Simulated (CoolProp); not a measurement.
Vapour-liquid equilibrium of toluene (1) + ethylbenzene (2) at 538.5 K; x and y are mole fractions of (1).

Model: multi-fluid Helmholtz-energy mixture model, Lemmon 2006 and Zhou 2012; pair parameters Bell 2016, in CoolProp.

| x | bubble pressure (bar) | y at the bubble point | dew pressure at overall composition x (bar) | liquid density (mol/L) |
|---|---|---|---|---|
| 0.05 | 13.27 | 0.068 | 13.17 | 5.724 |
| 0.15 | 13.99 | 0.195 | 13.73 | 5.776 |
| 0.25 | 14.70 | 0.312 | 14.32 | 5.829 |
| 0.35 | 15.42 | 0.421 | 14.95 | 5.882 |
| 0.45 | 16.15 | 0.524 | 15.62 | 5.936 |
| 0.55 | 16.90 | 0.621 | 16.34 | 5.989 |
| 0.65 | 17.68 | 0.714 | 17.13 | 6.041 |
| 0.75 | 18.51 | 0.802 | 18.01 | 6.090 |
| 0.85 | 19.38 | 0.885 | 19.00 | 6.135 |
| 0.95 | 20.29 | 0.963 | 20.13 | 6.174 |

No azeotrope shows between x = 0.05 and 0.95.

The pair parameters rest on a limited set of measurements; away from them the model extrapolates.
